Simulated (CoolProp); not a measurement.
Model: reference Helmholtz-energy equation of state, Gao 2016, in CoolProp.

**Question.** Give the vapour pressure (bar), liquid density (kg/m³), vapour density (kg/m³), liquid cp (kJ/(kg K)) of saturated sulfur dioxide at 258.2, 263.1 K.

**Answer.** 
```json
[
 {"T (K)": "258.2", "p (bar)": "0.809", "liquid density (kg/m³)": "1470", "vapour density (kg/m³)": "2.47", "liquid cp (kJ/(kg K))": "1.36"},
 {"T (K)": "263.1", "p (bar)": "1.01", "liquid density (kg/m³)": "1460", "vapour density (kg/m³)": "3.05", "liquid cp (kJ/(kg K))": "1.36"}
]
```
